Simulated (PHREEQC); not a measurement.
Na2CO3 is added in steps, without added water, to 1 kg of water holding 0.0057 mol/kgw Ni(NO3)2, 0.0012 mol/kgw NaOH and 3.2e-05 mol/kgw H2SO4, at 30 °C. O2 is buffered at 0.21 atm. CO2 from the air is kept out. The run lets Ni(OH)2, NiCO3, Ni4(OH)6SO4, Mirabilite, Morenosite, Nahcolite, Natron precipitate or redissolve, and no other solid.

Base run: PHREEQC, ion-association model, wateq4f.dat. Each further column changes one thing. The table gives Ni+2 (mol/kgw).

```tsv
Na2CO3 added (mol)	base	all activity coefficients set to 1	Davies equation for every ion	metal-ligand complexes left out	Debye-Hückel limiting law
0	0.00512	0.00511	0.00512	0.00513	0.00512
0.0006875	0.00446	0.00444	0.00446	0.00472	0.00446
0.001719	0.00349	[?]	0.00349	0.00410	0.00350
0.002406	0.00285	0.00279	0.00285	0.00370	0.00286
0.003438	0.00194	0.00185	0.00194	0.00312	0.00195
0.004125	0.00137	0.00126	0.00137	0.00273	0.00139
0.005156	0.000637	0.000512	0.000639	0.00217	0.000660
0.005844	0.000302	[?]	0.000304	0.00181	0.000323
0.006875	7.84e-5	4.00e-5	7.90e-5	[?]	8.79e-5
0.007562	3.17e-5	1.48e-5	3.20e-5	0.000967	[?]
0.008594	7.88e-6	3.38e-6	7.96e-6	[?]	9.31e-6
0.009281	2.79e-6	[?]	2.83e-6	[?]	3.38e-6
0.01031	4.99e-7	1.84e-7	5.10e-7	6.89e-6	6.35e-7
0.011	1.83e-7	6.42e-8	1.88e-7	3.23e-7	2.41e-7
```

Complete the blanks.


- 0.001719, all activity coefficients set to 1: 0.00344
- 0.005844, all activity coefficients set to 1: 0.000200
- 0.006875, metal-ligand complexes left out: 0.00129
- 0.007562, Debye-Hückel limiting law: 3.64e-5
- 0.008594, metal-ligand complexes left out: 0.000513
- 0.009281, all activity coefficients set to 1: 1.14e-6
- 0.009281, metal-ligand complexes left out: 0.000250

The database's nickel carbonate constants are estimates that later reviews lower a good deal. The database's Ni(OH)2 is the aged solid; a fresh precipitate is more soluble.
